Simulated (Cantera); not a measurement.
# Adiabatic ignition

An adiabatic, constant-pressure homogeneous reactor starts with CO : H₂ : O₂ : N₂ : H₂O = 1 : 0.038 : 0.371 : 1.39 : 0.38 (molar parts), at 1473 K and 130000 Pa.

Cantera simulation using GRI-Mech 3.0 (53 species, 325 reactions); the numbers are that mechanism's predictions, not measurements.

```tsv
t (s)	T (K)	x CO	x H₂	x O₂	x NO₂	x H₂O₂	x H
1.00e-6	1473	0.315	0.0120	0.117	<1e-12	1.76e-11	1.87e-8
4.27e-6	1473	0.315	0.0120	0.117	<1e-12	3.25e-10	2.85e-7
1.82e-5	1473	0.314	0.0119	0.117	<1e-12	8.30e-8	6.21e-5
7.77e-5	2185	0.166	0.0187	0.0368	6.03e-9	2.69e-7	0.0247
0.000331	2653	0.141	0.0126	0.0209	1.15e-7	1.77e-7	0.00679
0.00141	2703	0.137	0.0120	0.0177	6.69e-7	1.95e-7	0.00556
0.00603	2696	0.137	0.0121	0.0164	1.51e-6	1.86e-7	0.00544
0.0257	2696	0.137	0.0121	0.0163	1.60e-6	1.85e-7	0.00543
0.110	2696	0.137	0.0121	0.0163	1.60e-6	1.85e-7	0.00543
0.469	2696	0.137	0.0121	0.0163	1.60e-6	1.85e-7	0.00543
2.00	2696	0.137	0.0121	0.0163	1.60e-6	1.85e-7	0.00543
```
x: mole fraction; the columns are a selection and need not sum to one.

```yaml
time_of_steepest_temperature_rise: 44.5 µs
temperature at 2.00 s: 2696 K
equilibrium_temperature: 2696 K
x(CO) at 2.00 s: 0.137 (gas-phase equilibrium 0.137)
x(H₂) at 2.00 s: 0.0121 (gas-phase equilibrium 0.0121)
x(O₂) at 2.00 s: 0.0163 (gas-phase equilibrium 0.0163)
```
